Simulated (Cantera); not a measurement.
**Thermodynamics of carbon deposition, reforming and gasification, feed n-butane + CO2 + N2**

Input: 1 mol n-butane, 1 mol CO2, 6.5 mol N2, equilibrated at 1 atm.

These are equilibrium values from Cantera (NASA tables, ideal gas, pure condensed phases), not measurements of a reactor. Candidate condensed phases: C, C6H6, C7H8, C8H18, H2O; 169 gas species. Ions and electrons are included (thermal ionisation). Equilibrium is a limit: real reactors are often held back by kinetics, nucleation or transport.

From 2500 K to 3000 K the condensed part is C(graphite). From 3500 K to 5000 K nothing is condensed. The main C-bearing gas is CO throughout.

```
T (K)  log p H  log p N2  log p H2  log p CO  log p C  log p HCN  log p CN  log p HNC  log p N  log p C2H2 (acetylene)  log p C3  n C(graphite)
-----  -------  --------  --------  --------  -------  ---------  --------  ---------  -------  ----------------------  --------  -------------
2500     -1.83     -0.33     -0.46     -0.83    -6.78      -1.55     -4.15      -2.48    -6.70                   -2.43     -6.30           2.47
3000     -1.09     -0.37     -0.58     -0.84    -4.30      -1.17     -2.67      -1.90    -5.04                   -1.79     -3.51           1.33
3500     -0.65     -0.43     -0.83     -0.89    -2.68      -1.16     -1.79      -1.74    -3.87                   -1.80     -1.99              0
4000     -0.41     -0.48     -1.22     -0.95    -1.79      -1.58     -1.45      -2.05    -2.99                   -2.66     -1.83              0
4500     -0.34     -0.52     -1.75     -0.99    -1.27      -2.19     -1.35      -2.57    -2.31                   -3.89     -2.21              0
5000     -0.33     -0.54     -2.27     -1.02    -1.04      -2.90     -1.45      -3.22    -1.75                   -5.33     -3.07              0
```
log p: log10 of the partial pressure in bar; n: condensed amount in mol.
